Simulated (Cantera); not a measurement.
A Cantera script and what it prints.

```python
import numpy as np
import cantera as ct

gas_names = """
    H HO2 H2 H2O H2O2 O OH O2 O3 Si SiH SiH2 SiH3 SiH4 SiO SiO2 Si2 Si3
""".split()
cond_names = """
    H2O(s) H2O(L) Si(cr) Si(L) SiO2(Lqz) SiO2(hqz) SiO2(L)
""".split()


# ... load() reads the species with a 1 bar reference pressure and builds the phases ...
atoms = {
    'SiH4': {'Si': 1, 'H': 4},
    'H2O': {'H': 2, 'O': 1},
    'O2': {'O': 2},
}
top_T = {}  # K; cautious upper limits of use, not melting points


# ... equilibrate(T, P, feed) seeds the gas with the atoms and calls Mixture.equilibrate('TP', solver="vcs", rtol=1e-11, max_steps=5000) ...
results = []
T = 698.15  # K
P = 10000  # Pa
for m in [0.12, 0.19, 0.29, 0.43, 0.65, 0.99, 1.5, 2.3, 3.4, 5.2, 7.9]:
    feed = {'SiH4': 1, 'H2O': m, 'O2': 0.067}  # mol
    mix = equilibrate(T, P, feed)
    results.append((T, P, feed, dict(zip(mix.species_names, mix.species_moles))))
    x = sorted(zip(gas.X, gas.species_names), reverse=True)
    print(f"T = {T:g} K  P = {P:g} Pa  n(H2O) = {m:g} mol  gas = {mix.phase_moles(0):.4g} mol")
    print("   x: " + "  ".join(f"{s} {v:.3e}" for v, s in x if v > 1e-05))
    print("   condensed (mol): " + ("  ".join(f"{mix.phase(i).name} {mix.phase_moles(i):.4g}"
          for i in range(1, mix.n_phases) if mix.phase_moles(i) > 1e-12) or "none"))
```

Output:

```
T = 698.15 K  P = 10000 Pa  n(H2O) = 0.12 mol  gas = 2.12 mol
   x: H2 1.000e+00
   condensed (mol): Si(cr) 0.873  SiO2(Lqz) 0.127
T = 698.15 K  P = 10000 Pa  n(H2O) = 0.19 mol  gas = 2.19 mol
   x: H2 1.000e+00
   condensed (mol): Si(cr) 0.838  SiO2(Lqz) 0.162
T = 698.15 K  P = 10000 Pa  n(H2O) = 0.29 mol  gas = 2.29 mol
   x: H2 1.000e+00
   condensed (mol): Si(cr) 0.788  SiO2(Lqz) 0.212
T = 698.15 K  P = 10000 Pa  n(H2O) = 0.43 mol  gas = 2.43 mol
   x: H2 1.000e+00
   condensed (mol): Si(cr) 0.718  SiO2(Lqz) 0.282
T = 698.15 K  P = 10000 Pa  n(H2O) = 0.65 mol  gas = 2.65 mol
   x: H2 1.000e+00
   condensed (mol): Si(cr) 0.608  SiO2(Lqz) 0.392
T = 698.15 K  P = 10000 Pa  n(H2O) = 0.99 mol  gas = 2.99 mol
   x: H2 1.000e+00
   condensed (mol): Si(cr) 0.438  SiO2(Lqz) 0.562
T = 698.15 K  P = 10000 Pa  n(H2O) = 1.5 mol  gas = 3.5 mol
   x: H2 1.000e+00
   condensed (mol): Si(cr) 0.183  SiO2(Lqz) 0.817
T = 698.15 K  P = 10000 Pa  n(H2O) = 2.3 mol  gas = 4.3 mol
   x: H2 8.991e-01  H2O 1.009e-01
   condensed (mol): SiO2(Lqz) 1
T = 698.15 K  P = 10000 Pa  n(H2O) = 3.4 mol  gas = 5.4 mol
   x: H2 7.159e-01  H2O 2.841e-01
   condensed (mol): SiO2(Lqz) 1
T = 698.15 K  P = 10000 Pa  n(H2O) = 5.2 mol  gas = 7.2 mol
   x: H2 5.369e-01  H2O 4.631e-01
   condensed (mol): SiO2(Lqz) 1
T = 698.15 K  P = 10000 Pa  n(H2O) = 7.9 mol  gas = 9.9 mol
   x: H2O 6.095e-01  H2 3.905e-01
   condensed (mol): SiO2(Lqz) 1
```

These are equilibrium values from Cantera (NASA tables, ideal gas, pure condensed phases), not measurements of a reactor.
